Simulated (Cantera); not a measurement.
A perfectly stirred reactor is fed with C2H6 : N2 = 1 : 26 (molar parts), at 14.0 Pa; it is held at 1850 K, and followed from long to short residence time.

Cantera simulation using GRI-Mech 3.0 (53 species, 325 reactions); the numbers are that mechanism's predictions, not measurements. GRI-Mech 3.0 stops at C3 and has no aromatics, soot or wall deposition, so with more carbon than oxygen in the feed, carbon stays in small species such as C2H2 where larger ones or solid carbon would form. Radical loss at walls, strong at low pressure, is not modelled.

```csv
quantity,before,after
x(C2H6) at τ = 6.70 s,5.23e-5,0.000118
x(CH4) at τ = 6.70 s,0.00336,0.0121
x(C2H4) at τ = 6.70 s,0.000370,0.000803
x(H) at τ = 6.70 s,0.00149,0.00259
x(HCN) at τ = 6.70 s,0.000246,0.000148
x(C2H6) at τ = 47.0 ms,0.00573,0.0139
x(CH4) at τ = 47.0 ms,0.00520,0.0289
x(C2H4) at τ = 47.0 ms,0.00922,0.0265
x(H) at τ = 47.0 ms,0.00197,0.00324
x(HCN) at τ = 47.0 ms,1.60e-5,1.02e-5
```

Problem. Name the change that produced these shifts.
(A) N2 26 to 3.6 parts
(B) C2H6 1 to 3.7 parts
(C) temperature 1850 to 1350 K
(D) N2 26 to 240 parts

Solution. B, C2H6 1 to 3.7 parts
